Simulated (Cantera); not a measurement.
A closed system holds: 1 mol PbO, 74 mol H2, 0.57 mol H2O, at 3.00 bar.

These are equilibrium values from Cantera (NASA tables, ideal gas, pure condensed phases), not measurements of a reactor. Candidate condensed phases: H2O, Pb, PbO, PbO2, Pb3O4; 12 gas species. Kinetics and transport are ignored.

**Question.** Which condensed phases are stable at each of these points (T (K)): 998, 1098, 1198, 1298, 1398, 1498, 1598, 1698, 1798, 1898?

**Answer.** 
| T (K) | condensed phases | Pb condensed (%) |
|---|---|---|
| 998 | Pb(l) | 100.0 |
| 1098 | Pb(l) | 99.7 |
| 1198 | Pb(l) | 98.4 |
| 1298 | Pb(l) | 93.6 |
| 1398 | Pb(l) | 78.7 |
| 1498 | Pb(l) | 39.6 |
| 1598 | gas only | 0.0 |
| 1698 | gas only | 0.0 |
| 1798 | gas only | 0.0 |
| 1898 | gas only | 0.0 |

From 998 K to 1498 K the condensed part is Pb(l). From 1598 K to 1898 K nothing is condensed.
